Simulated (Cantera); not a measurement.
## Low-pressure radical oxidation in H2/O2

An isothermal, constant-pressure homogeneous reactor starts with H₂ : O₂ : N₂ = 0.15 : 1 : 0.41 (molar parts), at 1398 K and 1330 Pa.

Model: GRI-Mech 3.0 (53 species, 325 reactions), integrated in Cantera. Radical loss at walls, strong at low pressure, is not modelled. The temperature is held fixed by assumption; the heat of reaction is taken as removed at once.

```tsv
t (s)	x H₂	x O₂	x H	x H₂O₂	x OH	x NO
2.00e-5	0.0962	0.641	2.27e-8	9.76e-12	6.70e-9	<1e-12
6.83e-5	0.0962	0.641	8.40e-8	1.12e-10	5.58e-8	<1e-12
0.000233	0.0961	0.641	1.51e-6	1.24e-9	1.30e-6	<1e-12
0.000795	0.0688	0.623	0.00898	6.46e-8	0.00709	2.46e-10
0.00271	0.00344	0.573	0.0210	9.15e-8	0.00943	1.54e-7
0.00926	0.00310	0.579	0.0174	9.23e-8	0.00900	6.27e-7
0.0316	0.00214	0.594	0.00927	9.02e-8	0.00757	1.49e-6
0.108	0.000696	0.613	0.00159	6.55e-8	0.00438	2.04e-6
0.368	9.18e-5	0.621	7.41e-5	2.59e-8	0.00160	2.12e-6
1.26	1.07e-5	0.623	2.94e-6	7.38e-9	0.000548	2.13e-6
4.29	1.74e-6	0.623	1.94e-7	2.16e-9	0.000222	2.14e-6
14.6	5.59e-7	0.623	3.53e-8	1.08e-9	0.000126	2.14e-6
50.0	4.89e-7	0.623	2.88e-8	1.02e-9	0.000117	2.14e-6
```
x: mole fraction; the columns are a selection and need not sum to one.

Equilibrium at this temperature and pressure: H₂ 4.89e-7, O₂ 0.622, H 2.88e-8, H₂O₂ 1.01e-9, OH 0.000117, NO 0.000733 (gas phase only).
